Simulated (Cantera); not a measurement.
An adiabatic, constant-pressure homogeneous reactor starts with H₂ : O₂ : N₂ : H₂O = 1 : 0.5 : 1.9 : 0.28 (molar parts), equivalence ratio 1.0, at 1275 K and 1.00 atm. Integrator tolerance rtol = 1e-08.

Detailed kinetics in Cantera: the H2/O2 subset of GRI-Mech 3.0, which has no nitrogen chemistry.

**Question.** What does this change do: initial temperature 1275 to 1575 K?

**Answer.** 
```csv
quantity,before,after
time of steepest temperature rise,35.0 µs,11.3 µs
temperature at 0.400 s,2689 K,2791 K
equilibrium temperature,2689 K,2791 K
x(H₂) at 0.400 s,0.0388 (gas-phase equilibrium 0.0388),0.0490 (gas-phase equilibrium 0.0490)
x(O₂) at 0.400 s,0.0142 (gas-phase equilibrium 0.0142),0.0177 (gas-phase equilibrium 0.0177)
x(H₂O) at 0.400 s,0.332 (gas-phase equilibrium 0.332),0.310 (gas-phase equilibrium 0.310)
x(H₂O₂) at 0.400 s,4.10e-7 (gas-phase equilibrium 4.10e-7),5.12e-7 (gas-phase equilibrium 5.12e-7)
x(HO₂) at 0.400 s,5.48e-6 (gas-phase equilibrium 5.48e-6),7.77e-6 (gas-phase equilibrium 7.77e-6)
x(OH) at 0.400 s,0.0232 (gas-phase equilibrium 0.0232),0.0309 (gas-phase equilibrium 0.0309)
x(O) at 0.400 s,0.00410 (gas-phase equilibrium 0.00410),0.00697 (gas-phase equilibrium 0.00697)
```

**Question.** What does this change do: pressure from 1.00 atm to 25.7 atm?

**Answer.** 
```tsv
quantity	before	after
time of steepest temperature rise	35.0 µs	50.5 µs
temperature at 0.400 s	2689 K	2887 K
equilibrium temperature	2689 K	2887 K
x(H₂) at 0.400 s	0.0388 (gas-phase equilibrium 0.0388)	0.0238 (gas-phase equilibrium 0.0238)
x(O₂) at 0.400 s	0.0142 (gas-phase equilibrium 0.0142)	0.00820 (gas-phase equilibrium 0.00820)
x(H₂O) at 0.400 s	0.332 (gas-phase equilibrium 0.332)	0.362 (gas-phase equilibrium 0.362)
x(H₂O₂) at 0.400 s	4.10e-7 (gas-phase equilibrium 4.10e-7)	2.42e-6 (gas-phase equilibrium 2.42e-6)
x(HO₂) at 0.400 s	5.48e-6 (gas-phase equilibrium 5.48e-6)	1.29e-5 (gas-phase equilibrium 1.29e-5)
x(OH) at 0.400 s	0.0232 (gas-phase equilibrium 0.0232)	0.0154 (gas-phase equilibrium 0.0154)
x(O) at 0.400 s	0.00410 (gas-phase equilibrium 0.00410)	0.00135 (gas-phase equilibrium 0.00135)
```
The hydrogen kinetics of GRI-Mech 3.0 are dated; newer H2 mechanisms differ, most at raised pressure. The pressure lies above the range GRI-Mech 3.0 was tuned for (to about 10 atm).
